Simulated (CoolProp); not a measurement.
Vapour-liquid equilibrium of cyclohexane (1) + dimethyl carbonate (2) at 18.65 °C; x and y are mole fractions of (1).

Computed with CoolProp (multi-fluid Helmholtz-energy mixture model, Zhou 2014 and Zhou 2011; pair parameters Bell 2016).

```csv
x,bubble pressure (bar),y at the bubble point,dew pressure at overall composition x (bar),liquid density (mol/L)
0.05,0.07678,0.353,___,11.71
0.15,0.1050,0.561,0.06033,11.36
0.25,0.1170,0.625,0.06749,11.03
0.35,0.1214,0.649,0.07649,10.72
0.45,0.1225,0.657,0.08808,___
0.55,0.1227,0.660,___,10.18
0.65,0.1228,___,0.1215,9.942
0.75,0.1225,___,0.1177,9.725
0.85,0.1197,0.725,0.1091,___
0.95,___,0.851,___,9.349
```

Problem. Complete the blanks.

Solution. 
- 0.05, dew pressure at overall composition x (bar): 0.05451
- 0.45, liquid density (mol/L): 10.44
- 0.55, dew pressure at overall composition x (bar): 0.1032
- 0.65, y at the bubble point: 0.664
- 0.75, y at the bubble point: 0.679
- 0.85, liquid density (mol/L): 9.528
- 0.95, bubble pressure (bar): 0.1090
- 0.95, dew pressure at overall composition x (bar): 0.1009

y crosses x between x = 0.65 and 0.75: the model has an azeotrope there.

The pair parameters rest on a limited set of measurements; away from them the model extrapolates. With so large a gap from Raoult's law the liquid may split in two, which this calculation doesn't test in full.
